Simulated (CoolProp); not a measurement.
Vapour-liquid equilibrium of R125 (1) + R152A (2) at 6.94 bar; x and y are mole fractions of (1).

Values from CoolProp's multi-fluid Helmholtz-energy mixture model, Lemmon 2005 and Outcalt 1996; pair parameters Bell 2016.

### Question
Give the bubble temperature and the first vapour's composition at x = 0.35, 0.85, 0.95. Is there an azeotrope?

### Answer
x = 0.35: 291.0 K, y = 0.515; x = 0.85: 277.8 K, y = 0.925; x = 0.95: 275.4 K, y = 0.977. No azeotrope shows between x = 0.05 and 0.95.

Pair parameters are fitted to limited data, so mixtures are less certain than the pure fluids.
